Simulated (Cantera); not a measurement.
Cantera run:

```python
import numpy as np
import cantera as ct

gas_names = """
    H HO2 H2 H2O H2O2 H2S H2SO4 O OH O2 O3 S SH SO SO2 SO3 S2 S2O S8
""".split()
cond_names = """
    H2O(s) H2O(L) H2SO4(L) S(cr1) S(cr2) S(L)
""".split()


# ... load() reads the species with a 1 bar reference pressure and builds the phases ...
atoms = {
    'S': {'S': 1},
    'H2': {'H': 2},
    'O2': {'O': 2},
}
top_T = {}  # K; cautious upper limits of use, not melting points


# ... equilibrate(T, P, feed) seeds the gas with the atoms and calls Mixture.equilibrate('TP', solver="vcs", rtol=1e-11, max_steps=5000) ...
results = []
feed = {'S': 1, 'H2': 1.3, 'O2': 0.3}  # mol
T = 950  # K
for P in [10, 84, 710, 6000, 50000, 420000, 3600000, 30000000]:
    mix = equilibrate(T, P, feed)
    results.append((T, P, feed, dict(zip(mix.species_names, mix.species_moles))))

top = {s: max(r[3][s] / sum(r[3][g] for g in gas_names) for r in results) for s in gas_names}
cols = sorted((s for s in top if top[s] > 0.001), key=lambda s: -top[s])[:7]
seen = [c for c in cond_names if any(r[3].get(c, 0) > 1e-12 for r in results)]
print("log10 of partial pressures in bar; condensed amounts in mol")
print(f"{'P/Pa':>10s}" + "".join(f"{s[:9]:>10s}" for s in cols + seen))
for T, P, feed, n in results:
    ng = sum(n[g] for g in gas_names)
    print(f"{P:10.4g}" + "".join(f"{np.log10(max(n[s] / ng * P / 1e5, 1e-99)):10.3f}" for s in cols)
          + "".join(f"{n.get(c, 0):10.4g}" for c in seen))
```

Result:

```
log10 of partial pressures in bar; condensed amounts in mol
      P/Pa       H2S       H2O        H2        S2       SO2        S8       S2O      S(L)
        10    -4.651    -4.433    -4.678    -4.706    -7.274   -20.567    -8.391         0
        84    -3.553    -3.487    -3.992    -3.880    -6.342   -17.262    -7.305         0
       710    -2.532    -2.546    -3.391    -3.042    -5.244   -13.911    -6.127         0
      6000    -1.561    -1.613    -2.853    -2.175    -4.019   -10.444    -4.865         0
     5e+04    -0.619    -0.694    -2.352    -1.295    -2.743    -6.922    -3.567         0
   4.2e+05     0.321     0.223    -1.851    -0.417    -1.473    -3.409    -2.273         0
   3.6e+06     1.271     1.162    -1.260     0.303    -0.416    -0.529    -1.205         0
     3e+07     2.205     2.129    -0.398     0.446    -0.134     0.041    -0.956    0.2273
```

Equilibrium computed with Cantera from the NASA thermochemical tables; the gas is ideal and each condensed phase is pure. The ideal-gas law is rough above about 30 bar. Gases not in the tables: S3 to S7.
